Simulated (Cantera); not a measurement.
Input: 1 mol Fe₂O₃, 9.6 mol O₂, 8.7 mol H₂O, equilibrated at 310000 Pa.

Equilibrium computed with Cantera from the NASA thermochemical tables; the gas is ideal and each condensed phase is pure. Candidate condensed phases: Fe, FeO, Fe(OH)₂, Fe(OH)₃, Fe₂O₃, Fe₃O₄, H₂O; 12 gas species. The numbers say what is thermodynamically allowed, not how fast it happens.

Task: At 1775 K, list the 5 most abundant gas species with their mole fractions, and the condensed phases.

Result: O₂ 0.528, H₂O 0.470, OH 0.00122, O 3.95e-5, H₂ 1.56e-5. Condensed: Fe₃O₄(s).
